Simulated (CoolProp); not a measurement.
Carbon monoxide at several states: fugacity coefficient from the reference equation and from simpler models built on Tc = -140.3 °C, pc = 3.498 MPa, ω = 0.050; each cubic takes its own stable root.

Computed with CoolProp (reference Helmholtz-energy equation of state, Lemmon 2006). It is a short technical equation, of lower accuracy than the large ones.

| T (°C) | p (MPa) | phase | reference |
|---|---|---|---|
| -97.15 | 16.2 | supercritical | 0.5832 |
| -197.95 | 0.423 | liquid | 0.1071 |
| 194.05 | 0.0317 | gas | 1.000 |
| 22.15 | 4.7 | supercritical | 0.9855 |
| -185.85 | 1.39 | liquid | 0.1326 |

### Question
How far does each simpler model (van der Waals, Soave-Redlich-Kwong, Peng-Robinson) lie from the reference over these 5 states: mean and median of the absolute difference, and the worst?

### Answer
- van der Waals: mean 103.0 %, median 3.8 %, worst +350.4 % at -197.95 °C and 0.423 MPa
- Soave-Redlich-Kwong: mean 1.0 %, median 0.5 %, worst +3.5 % at -97.15 °C and 16.2 MPa
- Peng-Robinson: mean 1.9 %, median 1.0 %, worst -5.1 % at -97.15 °C and 16.2 MPa
